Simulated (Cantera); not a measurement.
Charge: 1 mol Si, 0.68 mol Cl₂, 4.8 mol H₂, held at 0.210 bar.

Cantera equilibrium calculation (NASA polynomials, part measured and part estimated; ideal gas, pure solids and liquids). Candidate condensed phases: Si; 19 gas species. Equilibrium is a limit: real reactors are often held back by kinetics, nucleation or transport.

Over these rows the condensed part is Si(s). Partial pressures as log10 of bar:

```json
[
 {"T (K)": "798", "1000/T (1/K)": "1.2531", "log p SiCl₂": "-6.20", "log p H₂": "-0.71", "log p SiCl₄": "-2.00", "log p SiHCl₃": "-2.30"},
 {"T (K)": "873", "1000/T (1/K)": "1.1455", "log p SiCl₂": "-5.31", "log p H₂": "-0.71", "log p SiCl₄": "-2.00", "log p SiHCl₃": "-2.32"},
 {"T (K)": "948", "1000/T (1/K)": "1.0549", "log p SiCl₂": "?", "log p H₂": "-0.71", "log p SiCl₄": "-2.01", "log p SiHCl₃": "-2.34"},
 {"T (K)": "1023", "1000/T (1/K)": "0.9775", "log p SiCl₂": "-3.93", "log p H₂": "-0.72", "log p SiCl₄": "-2.03", "log p SiHCl₃": "-2.36"},
 {"T (K)": "1098", "1000/T (1/K)": "0.9107", "log p SiCl₂": "-3.40", "log p H₂": "-0.72", "log p SiCl₄": "-2.06", "log p SiHCl₃": "-2.40"},
 {"T (K)": "1173", "1000/T (1/K)": "0.8525", "log p SiCl₂": "-2.96", "log p H₂": "-0.73", "log p SiCl₄": "-2.13", "log p SiHCl₃": "-2.47"}
]
```

**Question.** Fit log p(SiCl₂) = a + b·(1000/T) to the five rows, give the apparent enthalpy, and predict the row at 948 K.

**Answer.** Means: 1000/T = 1.0279, log p = -4.360. Sxy = -0.905832, Sxx = 0.1115860, so b = -8.12 and a = -4.360 − (-8.12)×1.0279 = 3.99.
Apparent enthalpy: −19.145 × (-8.12) = 155 kJ/mol. With the condensed phases at unit activity, 1/2 Si(s) + 1/2 SiCl₄(g) = SiCl₂(g) links this pressure to the main gases: over the six rows their terms move log p by -0.06 in all, so the slope is close to that reaction's ΔH°. The five rows lie within 0.03 of the line.
Prediction at 948 K: 3.99 + (-8.12)×1.0549 = -4.58. The computed value is -4.56, 0.02 from the line.
